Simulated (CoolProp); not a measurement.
Vapour-liquid equilibrium of ethane (1) + C2F6 (R116) (2) at 1570 kPa; x and y are mole fractions of (1).

Computed with CoolProp (multi-fluid Helmholtz-energy mixture model, Bücker 2006 and Lemmon 2006; pair parameters Bell 2016).

Question: Give the bubble temperature and the first vapour's composition at x = 0.125, 0.275, 0.65. Is there an azeotrope?

Answer: x = 0.125: 260.7 K, y = 0.219; x = 0.275: 254.9 K, y = 0.411; x = 0.65: 250.0 K, y = 0.658. y crosses x between x = 0.65 and 0.725: the model has an azeotrope there.

The pair parameters rest on a limited set of measurements; away from them the model extrapolates.
